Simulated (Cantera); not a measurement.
Cantera run:

```python
import numpy as np
import cantera as ct

gas_names = """
    Cr CrN CrO CrO2 CrO3 H HNO HNO2 HNO3 HO2 H2 H2O H2O2 N NH NH2 NH3 NH2OH NO NO2 NO3 N2 N2H2 N2H4 N2O
    O OH O2 O3
""".split()
cond_names = """
    Cr(cr) Cr(L) CrN(s) Cr2N(s) Cr2O3(s) Cr2O3(L) H2O(s) H2O(L)
""".split()


# ... load() reads the species with a 1 bar reference pressure and builds the phases ...
atoms = {
    'Cr': {'Cr': 1},
    'H2O': {'H': 2, 'O': 1},
    'N2': {'N': 2},
}
top_T = {'CrN(s)': 1900, 'Cr2N(s)': 1900}  # K; cautious upper limits of use, not melting points


# ... equilibrate(T, P, feed) seeds the gas with the atoms and calls Mixture.equilibrate('TP', solver="vcs", rtol=1e-11, max_steps=5000) ...
results = []
T = 2125  # K
P = 88000  # Pa
for m in [0.55, 0.93, 1.6, 2.7, 4.5, 7.7, 13, 22]:
    feed = {'Cr': 1, 'H2O': 0.21, 'N2': m}  # mol
    mix = equilibrate(T, P, feed)
    results.append((T, P, feed, dict(zip(mix.species_names, mix.species_moles))))
    x = sorted(zip(gas.X, gas.species_names), reverse=True)
    print(f"T = {T:g} K  P = {P:g} Pa  n(N2) = {m:g} mol  gas = {mix.phase_moles(0):.4g} mol")
    print("   x: " + "  ".join(f"{s} {v:.3e}" for v, s in x if v > 0.001))
    print("   condensed (mol): " + ("  ".join(f"{mix.phase(i).name} {mix.phase_moles(i):.4g}"
          for i in range(1, mix.n_phases) if mix.phase_moles(i) > 1e-12) or "none"))
```

Output:

```
T = 2125 K  P = 88000 Pa  n(N2) = 0.55 mol  gas = 0.7645 mol
   x: N2 7.194e-01  H2 2.675e-01  H2O 6.197e-03  Cr 4.839e-03  H 2.002e-03
   condensed (mol): Cr(cr) 0.8594  Cr2O3(s) 0.0684
T = 2125 K  P = 88000 Pa  n(N2) = 0.93 mol  gas = 1.147 mol
   x: N2 8.111e-01  H2 1.782e-01  Cr 4.839e-03  H2O 4.129e-03  H 1.634e-03
   condensed (mol): Cr(cr) 0.8576  Cr2O3(s) 0.06839
T = 2125 K  P = 88000 Pa  n(N2) = 1.6 mol  gas = 1.82 mol
   x: N2 8.790e-01  H2 1.121e-01  Cr 4.839e-03  H2O 2.598e-03  H 1.296e-03
   condensed (mol): Cr(cr) 0.8543  Cr2O3(s) 0.06837
T = 2125 K  P = 88000 Pa  n(N2) = 2.7 mol  gas = 2.926 mol
   x: N2 9.228e-01  H2 6.965e-02  Cr 4.839e-03  H2O 1.614e-03  H 1.022e-03
   condensed (mol): Cr(cr) 0.8489  Cr2O3(s) 0.06834
T = 2125 K  P = 88000 Pa  n(N2) = 4.5 mol  gas = 4.735 mol
   x: N2 9.503e-01  H2 4.295e-02  Cr 4.839e-03
   condensed (mol): Cr(cr) 0.8401  Cr2O3(s) 0.06829
T = 2125 K  P = 88000 Pa  n(N2) = 7.7 mol  gas = 7.952 mol
   x: N2 9.684e-01  H2 2.551e-02  Cr 4.839e-03
   condensed (mol): Cr(cr) 0.8244  Cr2O3(s) 0.06819
T = 2125 K  P = 88000 Pa  n(N2) = 13 mol  gas = 13.28 mol
   x: N2 9.790e-01  H2 1.522e-02  Cr 4.839e-03
   condensed (mol): Cr(cr) 0.7985  Cr2O3(s) 0.06804
T = 2125 K  P = 88000 Pa  n(N2) = 22 mol  gas = 22.32 mol
   x: N2 9.855e-01  H2 9.014e-03  Cr 4.839e-03
   condensed (mol): Cr(cr) 0.7545  Cr2O3(s) 0.06778
```

Method: chemical equilibrium by Gibbs-energy minimisation in Cantera with the NASA 1993 tables (ideal gas, pure condensed phases). Mutual solubility and eutectic melting of coexisting phases are not modelled.
